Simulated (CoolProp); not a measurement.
A single-stage vapour-compression cycle with cyclopropane: evaporating at 318.15 K (dew point), condensing at 339.15 K (bubble point), superheat 5 K, subcooling 5 K, compressor efficiency 0.75, no pressure losses. Each further row changes one setting.

Computed with CoolProp (reference Helmholtz-energy equation of state, Polt 1992). This equation is an older, rougher fit; its heat capacities, sound speeds and derivatives of the liquid may be far off and weren't checked against measurements.

```
case                              cooling COP  pressure ratio  discharge temperature (K)  refrigerating effect (kJ/kg)  volumetric capacity (kJ/m³)
--------------------------------  -----------  --------------  -------------------------  ----------------------------  ---------------------------
as stated                                10.2            1.59                      352.6                           340                         7700
evaporating temperature 323.15 K         13.9            1.42                      350.4                           344                         8750
condensing temperature 334.15 K          13.8            1.43                      345.9                           353                         7990
subcooling 10 K                          10.6            1.59                      352.6                           353                         7990
superheat 15 K                           10.2            1.59                      362.3                           358                         7690
compressor efficiency 0.65               8.88            1.59                      355.0                           340                         7700
```
